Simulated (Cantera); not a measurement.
An isothermal, constant-pressure homogeneous reactor starts with C2H6 : N2 = 1 : 24 (molar parts), at 1573 K and 2400 Pa.

Detailed kinetics in Cantera: GRI-Mech 3.0 (53 species, 325 reactions). GRI-Mech 3.0 stops at C3 and has no aromatics, soot or wall deposition, so with more carbon than oxygen in the feed, carbon stays in small species such as C2H2 where larger ones or solid carbon would form. Radical loss at walls, strong at low pressure, is not modelled.

x: mole fraction; the columns are a selection and need not sum to one.

```
t (s)       x C2H6   x C2H2       x H    x HCN     x C2H    x C2H4
--------  --------  -------  --------  -------  --------  --------
0.000200    0.0376  5.49e-7   6.74e-5  4.58e-9  1.26e-11  0.000406
0.000479    0.0316  5.84e-5  0.000211  1.93e-7   6.37e-9   0.00375
0.00115          ?        ?         ?        ?         ?         ?
0.00275    0.00235   0.0102  0.000510  2.57e-6   4.45e-7    0.0184
0.00660   0.000126   0.0215  0.000270  3.48e-6   3.54e-7    0.0100
0.0158     2.16e-5   0.0275  0.000132  3.67e-6   1.95e-7   0.00447
0.0379           ?   0.0307         ?  3.73e-6         ?         ?
0.0909     3.42e-6   0.0320   5.34e-5  3.76e-6   8.33e-8  0.000345
0.218      2.03e-6   0.0326   4.27e-5  3.79e-6   6.65e-8   8.85e-5
0.522      1.51e-6   0.0330   4.12e-5  3.84e-6   6.37e-8   6.01e-5
1.25       1.07e-6   0.0337   4.41e-5  3.94e-6   6.73e-8   4.35e-5
3.00       5.38e-7   0.0348   4.99e-5  4.15e-6   7.47e-8   2.52e-5
```

Q: Complete the blanks.

A: 
- 0.00115, x C2H6: 0.0164
- 0.00115, x C2H2: 0.00146
- 0.00115, x H: 0.000402
- 0.00115, x HCN: 1.02e-6
- 0.00115, x C2H: 1.09e-7
- 0.00115, x C2H4: 0.0142
- 0.0379, x C2H6: 7.46e-6
- 0.0379, x H: 7.83e-5
- 0.0379, x C2H: 1.20e-7
- 0.0379, x C2H4: 0.00154
